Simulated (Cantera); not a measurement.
A freely propagating, adiabatic, planar premixed flame of CH3OH : O2 : N2 = 1 : 1.58 : 5.68 (molar parts), equivalence ratio 0.95, unburnt at 375 K and 1000000 Pa; mixture-averaged transport, grid criteria slope 0.08 and curve 0.16, no radiation.

Computed with Cantera and GRI-Mech 3.0 (53 species, 325 reactions). GRI-Mech 3.0 was tuned for natural gas; its chemistry of methanol as a main component is partial and can be far from experiment. Burning velocities carry a grid error of a few per cent, more on coarse grids.

x: mole fraction of selected species; z is measured from the peak of heat release.

```
z (mm)   T (K)  u (m/s)  x CH3OH    x O2   x C2H2      x CO       x H     x H2O
-------  -----  -------  -------  ------  -------  --------  --------  --------
-0.178     375    0.301    0.121   0.191    <1e-8   1.31e-5     <1e-8  0.000127
-0.119     379    0.305    0.121   0.190    <1e-8       ___     <1e-8       ___
-0.0891    391    0.315    0.120   0.189    <1e-8  0.000471     <1e-8   0.00358
-0.0594    473    0.385    0.115   0.181    <1e-8   0.00294     <1e-8    0.0182
-0.0297    892    0.748   0.0839   0.143  1.12e-8    0.0177     <1e-8    0.0793
-0.0149   1300     1.12   0.0448   0.104  2.48e-8    0.0346   7.60e-6     0.132
0          ___     1.53      ___     ___      ___       ___       ___       ___
0.0149    1960     1.71  4.35e-6  0.0352    <1e-8    0.0375   0.00185     0.206
0.0297    2068     1.79    <1e-8  0.0257    <1e-8    0.0254   0.00161     0.211
0.0594    2173     1.87    <1e-8  0.0188    <1e-8    0.0153  0.000930     0.217
0.119     2249     1.93    <1e-8  0.0145    <1e-8   0.00918  0.000416     0.221
0.238     2289     1.95    <1e-8  0.0122    <1e-8   0.00585  0.000204     0.224
0.475     2305     1.97    <1e-8  0.0112    <1e-8   0.00436  0.000136     0.225
```

What belongs in the gaps?


- -0.119, x CO: 0.000116
- -0.119, x H2O: 0.000988
- 0, T (K): 1748
- 0, x CH3OH: 0.00370
- 0, x O2: 0.0592
- 0, x C2H2: 4.43e-8
- 0, x CO: 0.0514
- 0, x H: 0.000694
- 0, x H2O: 0.186
